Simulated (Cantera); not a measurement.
## Equilibrium for titanium nitride, carbide and oxide coatings: Ti(NMe2)4 + C3H8 + N2

Input: 1 mol Ti(NMe2)4, 0.29 mol C3H8, 17 mol N2, equilibrated at 1527 °C and 2300 Pa.

Equilibrium computed with Cantera from the NASA thermochemical tables; the gas is ideal and each condensed phase is pure. Candidate condensed phases: C, C6H6, C7H8, C8H18, Ti, TiC, TiN; 93 gas species. The feed counts by its element totals alone. TiC: taken at fixed stoichiometry. Equilibrium is a limit: real reactors are often held back by kinetics, nucleation or transport.

```json
{
  "x(N2)": "0.589",
  "x(H2)": "0.407",
  "x(HCN)": "0.00300",
  "x(H)": "0.00151",
  "x(HNC)": "0.000114",
  "x(C2H2 (acetylene))": "7.13e-5",
  "x(CH4)": "2.92e-6",
  "n(C(graphite))": "7.76 mol",
  "n(TiC(s))": "1.00 mol",
  "gas_amount": "32.18 mol",
  "log10 activity of Ti(β) (absent)": "-4.68"
}
```
